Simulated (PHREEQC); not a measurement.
Solution (20 °C): 0.074 mol HF and 0.022 mol KCl per kg of water. Closed to the air; pH follows from the charge balance.

Computed with PHREEQC (ion-association model, phreeqc.dat).

No solid was allowed to form.

Question: Order these F species by the share of F that they hold, largest first: HF, HF2-, F-.

Answer: HF (86 %), F- (9.7 %), HF2- (4.5 %)

The pH is 2.11 and the ionic strength 0.0308 mol/kgw. Species that the database lacks are ignored.
